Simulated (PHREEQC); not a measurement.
0.048 g of hydrous ferric oxide (600 m²/g; 0.2 weak and 0.005 strong sites per Fe, Dzombak-Morel constants, diffuse double layer) in 1 kg of water with 0.1 mol/kgw of an inert sodium salt and 9.5e-05 mol ZnSO4, at 25 °C; the pH is set by adding NaOH or the inert anion's acid. Oxygen is held at 0.21 atm. The system is closed to CO2. Nothing may precipitate in this run.

Base run: PHREEQC, ion-association model, wateq4f.dat. Each further column changes one thing. The table gives Zn sorbed (%).

```csv
pH,base,no electrostatic term (-no_edl),background salt from 0.1 to 0.01 mol/kgw,oxide from 0.048 to 0.24 g/kgw
4,0.0,0.0,0.0,0.0
5,0.4,0.5,0.6,1.7
6.5,7.7,16.9,9.5,32.2
7.5,38.3,75.5,38.9,90.8
8.5,58.2,92.6,54.9,99.7
9.5,55.5,70.4,54.5,99.8
11,43.3,2.8,49.7,98.4
12,17.0,0.0,31.2,61.8
```

In at least one series the solution becomes supersaturated in solids that the run did not let form, among them Zincite(c).
